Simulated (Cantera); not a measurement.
## Ignition delay

Mixture: 5.00 % CH₄, 20.0 % O₂, 75.0 % N₂, equivalence ratio 0.50, at 5.00 bar, adiabatic and at constant volume. Ignition delay is the time to a rise of 400 K.

Model: GRI-Mech 3.0 (53 species, 325 reactions), integrated in Cantera.

```
T0 (K)  delay (ms)
------  ----------
1125          19.1
1225          5.01
1325          1.51
1425         0.512
1525         0.196
1625        0.0843
```

The apparent activation energy between 1425 and 1625 K is 170 kJ/mol.
